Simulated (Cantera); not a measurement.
Mixture: CH4 : O2 : N2 : H2O = 1 : 4.35 : 16.1 : 2.4 (molar parts), equivalence ratio 0.46, at 11.0 bar, adiabatic and at constant pressure. Ignition delay is the time to a rise of 400 K.

Model: GRI-Mech 3.0 (53 species, 325 reactions), integrated in Cantera.

Q: Predict: delay at 1123 K; delay at 1198 K; delay at 1273 K; delay at 1348 K; delay at 1423 K; delay at 1498 K; delay at 1573 K; apparent activation energy between 1423 and 1573 K.

A: 
```json
{
 "delay at 1123 K": "9.39 ms",
 "delay at 1198 K": "3.47 ms",
 "delay at 1273 K": "1.44 ms",
 "delay at 1348 K": "0.645 ms",
 "delay at 1423 K": "0.307 ms",
 "delay at 1498 K": "0.152 ms",
 "delay at 1573 K": "78.8 µs",
 "apparent activation energy between 1423 and 1573 K": "170 kJ/mol"
}
```
